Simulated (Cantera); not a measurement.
**Reactions in the system Cl-H-Sr**

Standard-state values (1 bar) from the NASA 1993 polynomials, evaluated with Cantera. Values are per mole of reaction as written; species without (g) are pure solids or liquids, kept so even where they would boil at 1 bar.

2 HCl(g) + Sr → SrCl₂ + 2 H(g)

```json
[
 {"T (K)": "300", "ΔH° (kJ)": "-208.2", "ΔS° (J/K)": "-84.4", "ΔG° (kJ)": "-182.9", "log10 K": "31.84", "condensed phases": "Sr(s), SrCl₂(s)"},
 {"T (K)": "623", "ΔH° (kJ)": "-196.9", "ΔS° (J/K)": "-59.0", "ΔG° (kJ)": "-160.1", "log10 K": "13.43", "condensed phases": "Sr(s), SrCl₂(s)"},
 {"T (K)": "698", "ΔH° (kJ)": "-194.1", "ΔS° (J/K)": "-54.8", "ΔG° (kJ)": "-155.9", "log10 K": "11.66", "condensed phases": "Sr(s), SrCl₂(s)"},
 {"T (K)": "773", "ΔH° (kJ)": "-191.2", "ΔS° (J/K)": "-50.8", "ΔG° (kJ)": "-151.9", "log10 K": "10.27", "condensed phases": "Sr(s), SrCl₂(s)"},
 {"T (K)": "848", "ΔH° (kJ)": "-188.9", "ΔS° (J/K)": "-48.0", "ΔG° (kJ)": "-148.2", "log10 K": "9.13", "condensed phases": "Sr(s), SrCl₂(s)"},
 {"T (K)": "923", "ΔH° (kJ)": "-185.5", "ΔS° (J/K)": "-44.1", "ΔG° (kJ)": "-144.8", "log10 K": "8.19", "condensed phases": "Sr(s), SrCl₂(s)"},
 {"T (K)": "998", "ΔH° (kJ)": "-181.7", "ΔS° (J/K)": "-40.2", "ΔG° (kJ)": "-141.6", "log10 K": "7.41", "condensed phases": "Sr(s), SrCl₂(s)"},
 {"T (K)": "1073", "ΔH° (kJ)": "-178.7", "ΔS° (J/K)": "-37.0", "ΔG° (kJ)": "-139.0", "log10 K": "6.76", "condensed phases": "Sr(l), SrCl₂(s)"},
 {"T (K)": "1148", "ΔH° (kJ)": "-157.7", "ΔS° (J/K)": "-18.6", "ΔG° (kJ)": "-136.4", "log10 K": "6.20", "condensed phases": "Sr(l), SrCl₂(l)"},
 {"T (K)": "1223", "ΔH° (kJ)": "-154.4", "ΔS° (J/K)": "-15.8", "ΔG° (kJ)": "-135.1", "log10 K": "5.77", "condensed phases": "Sr(l), SrCl₂(l)"}
]
```
